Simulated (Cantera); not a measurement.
Premixed flame

A freely propagating, adiabatic, planar premixed flame of H₂ : O₂ : N₂ = 1 : 0.877 : 3.3 (molar parts), equivalence ratio 0.57, unburnt at 525 K and 0.560 bar; mixture-averaged transport, grid criteria slope 0.08 and curve 0.16, no radiation.

Model: the H2/O2 subset of GRI-Mech 3.0, which has no nitrogen chemistry, integrated in Cantera. Burning velocities carry a grid error of a few per cent, more on coarse grids. Lean hydrogen flames are cellular in practice and burn faster than this planar one.

```json
[
 {"z (mm)": "-2.56", "T (K)": "525", "u (m/s)": "3.03", "x H₂": "0.193", "x O₂": "0.169", "x H": "<1e-8", "x O": "<1e-8", "x OH": "<1e-8", "x HO₂": "<1e-8"},
 {"z (mm)": "-1.71", "T (K)": "525", "u (m/s)": "3.02", "x H₂": "0.193", "x O₂": "0.169", "x H": "<1e-8", "x O": "<1e-8", "x OH": "<1e-8", "x HO₂": "<1e-8"},
 {"z (mm)": "-1.28", "T (K)": "525", "u (m/s)": "3.02", "x H₂": "0.193", "x O₂": "0.169", "x H": "<1e-8", "x O": "<1e-8", "x OH": "<1e-8", "x HO₂": "1.39e-8"},
 {"z (mm)": "-0.854", "T (K)": "525", "u (m/s)": "3.02", "x H₂": "0.192", "x O₂": "0.170", "x H": "1.47e-8", "x O": "1.77e-8", "x OH": "<1e-8", "x HO₂": "1.46e-6"},
 {"z (mm)": "-0.427", "T (K)": "558", "u (m/s)": "3.17", "x H₂": "0.179", "x O₂": "0.171", "x H": "9.78e-5", "x O": "9.38e-6", "x OH": "6.57e-5", "x HO₂": "0.000205"},
 {"z (mm)": "-0.214", "T (K)": "770", "u (m/s)": "4.26", "x H₂": "0.143", "x O₂": "0.166", "x H": "0.00296", "x O": "0.000277", "x OH": "0.000608", "x HO₂": "0.000145"},
 {"z (mm)": "0", "T (K)": "1115", "u (m/s)": "6.03", "x H₂": "0.0769", "x O₂": "0.137", "x H": "0.0144", "x O": "0.00380", "x OH": "0.00234", "x HO₂": "7.20e-5"},
 {"z (mm)": "0.214", "T (K)": "1375", "u (m/s)": "7.37", "x H₂": "0.0277", "x O₂": "0.0999", "x H": "0.0210", "x O": "0.00966", "x OH": "0.00624", "x HO₂": "4.22e-5"},
 {"z (mm)": "0.427", "T (K)": "1513", "u (m/s)": "8.08", "x H₂": "0.0143", "x O₂": "0.0865", "x H": "0.0181", "x O": "0.0112", "x OH": "0.00849", "x HO₂": "3.05e-5"},
 {"z (mm)": "0.854", "T (K)": "1651", "u (m/s)": "8.76", "x H₂": "0.00998", "x O₂": "0.0820", "x H": "0.0114", "x O": "0.00945", "x OH": "0.00987", "x HO₂": "2.17e-5"},
 {"z (mm)": "1.71", "T (K)": "1772", "u (m/s)": "9.33", "x H₂": "0.00690", "x O₂": "0.0804", "x H": "0.00557", "x O": "0.00632", "x OH": "0.00981", "x HO₂": "1.44e-5"},
 {"z (mm)": "3.42", "T (K)": "1860", "u (m/s)": "9.74", "x H₂": "0.00388", "x O₂": "0.0799", "x H": "0.00210", "x O": "0.00346", "x OH": "0.00828", "x HO₂": "8.25e-6"},
 {"z (mm)": "6.83", "T (K)": "1913", "u (m/s)": "9.99", "x H₂": "0.00175", "x O₂": "0.0802", "x H": "0.000591", "x O": "0.00153", "x OH": "0.00595", "x HO₂": "4.12e-6"}
]
```
x: mole fraction of selected species; z is measured from the peak of heat release.

```json
{
  "laminar_burning_velocity": "303 cm/s",
  "thermal_thickness": "0.854 mm",
  "peak x(H)": "0.0210",
  "peak x(O)": "0.0112",
  "peak x(OH)": "0.0100",
  "peak x(HO₂)": "0.000224"
}
```
